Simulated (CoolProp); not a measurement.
Properties of o-xylene along the isobar 1.01 bar (Tc = 357.1 °C, pc = 37.37 bar, ω = 0.312).

Model: reference Helmholtz-energy equation of state, Zhou 2012, in CoolProp.

```csv
T (°C),phase,Z,Joule-Thomson coefficient (K/MPa),isothermal compressibility (1/MPa),expansivity (1/kK),conductivity (mW/(m K)),fugacity coefficient
65.35,liquid,0.004527,-0.4089,0.001063,1.030,120,0.06825
90.95,liquid,0.004324,-0.3720,0.001288,1.089,114,0.1880
116.55,liquid,0.004158,-0.3315,0.001586,1.163,107,0.4401
142.15,liquid,0.004024,-0.2855,0.001991,1.258,101,0.9045
167.75,gas,0.9623,29.91,10.31,2.640,26.3,0.9638
193.35,gas,0.9701,23.10,10.22,2.409,28.8,0.9710
218.95,gas,0.9758,18.17,10.15,2.226,31.2,0.9764
244.45,gas,0.9800,14.60,10.11,2.077,33.7,0.9804
270.05,gas,0.9832,11.96,10.07,1.952,36.2,0.9834
295.65,gas,0.9857,9.994,10.05,1.846,38.7,0.9858
321.25,gas,0.9877,8.512,10.03,1.752,41.1,0.9878
346.85,gas,0.9893,7.375,10.01,1.670,43.5,0.9893
```

Thermal conductivity comes from a separate model (Mylona 2014).
